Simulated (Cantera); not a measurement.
# Moist CO burnout

A perfectly stirred reactor is fed with 0.196 % CO, 1.76 % O2, 0.0304 % H2O, 98.0 % N2, at 1000000 Pa; it is held at 1273 K, and followed from long to short residence time.

Detailed kinetics in Cantera: GRI-Mech 3.0 (53 species, 325 reactions).

```csv
τ (s),x CO,x O2,x H2O,x OH,x NO
3.1,4.20e-5,0.0167,0.000304,5.07e-7,6.09e-7
1.0,0.000117,0.0167,0.000304,5.28e-7,6.04e-7
0.33,0.000303,0.0168,0.000303,5.39e-7,4.66e-7
0.11,0.000671,0.0170,0.000303,5.46e-7,2.41e-7
0.036,0.00119,0.0173,0.000303,5.46e-7,7.24e-8
0.012,0.00161,0.0175,0.000303,5.28e-7,1.32e-8
0.0038,0.00185,0.0176,0.000303,4.60e-7,1.40e-9
0.0013,0.00193,0.0176,0.000303,2.85e-7,9.36e-11
```
x: mole fraction; the columns are a selection and need not sum to one.
